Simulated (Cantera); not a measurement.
Hydrogen reduction and annealing atmospheres: FeS2 + H2

Feed: 1 mol FeS2, 270 mol H2, held at 51.0 mbar.

Method: chemical equilibrium by Gibbs-energy minimisation in Cantera with the NASA 1993 tables (ideal gas, pure condensed phases). Candidate condensed phases: Fe, FeS, FeS2, S; 8 gas species. Metal and sulfide melt together well below either melting point, which pure phases cannot show. Mutual solubility and eutectic melting of coexisting phases are not modelled. FeS: taken at fixed stoichiometry. Kinetics and transport are ignored.

```json
[
 {"T (K)": "998", "x H2": "0.996", "x H2S": "0.00370", "x SH": "9.53e-8", "x S2": "1.41e-8", "x H": "9.51e-9", "n FeS(s)": "1.00", "n Fe(γ)": "0"},
 {"T (K)": "1048", "x H2": "0.996", "x H2S": "0.00370", "x SH": "2.45e-7", "x S2": "3.96e-8", "x H": "3.41e-8", "n FeS(s)": "1.00", "n Fe(γ)": "0"},
 {"T (K)": "1098", "x H2": "0.996", "x H2S": "0.00370", "x SH": "5.80e-7", "x S2": "1.01e-7", "x H": "1.09e-7", "n FeS(s)": "1.00", "n Fe(γ)": "0"},
 {"T (K)": "1148", "x H2": "0.996", "x H2S": "0.00370", "x SH": "1.27e-6", "x S2": "2.40e-7", "x H": "3.17e-7", "n FeS(s)": "1.00", "n Fe(γ)": "0"},
 {"T (K)": "1198", "x H2": "0.996", "x H2S": "0.00416", "x SH": "2.94e-6", "x S2": "6.68e-7", "x H": "8.40e-7", "n FeS(s)": "0.875", "n Fe(γ)": "0.125"},
 {"T (K)": "1248", "x H2": "0.995", "x H2S": "0.00546", "x SH": "7.49e-6", "x S2": "2.38e-6", "x H": "2.06e-6", "n FeS(s)": "0.524", "n Fe(γ)": "0.476"},
 {"T (K)": "1298", "x H2": "0.993", "x H2S": "0.00699", "x SH": "1.77e-5", "x S2": "7.67e-6", "x H": "4.73e-6", "n FeS(s)": "0.105", "n Fe(γ)": "0.895"},
 {"T (K)": "1348", "x H2": "0.993", "x H2S": "0.00734", "x SH": "3.28e-5", "x S2": "1.58e-5", "x H": "1.02e-5", "n FeS(s)": "0", "n Fe(γ)": "1.000"}
]
```
x: gas mole fraction; n: condensed amount in mol.

From 998 K to 1148 K the condensed part is FeS(s). From 1198 K to 1298 K the condensed part is Fe(γ) + FeS(s). At 1348 K the condensed part is Fe(γ).
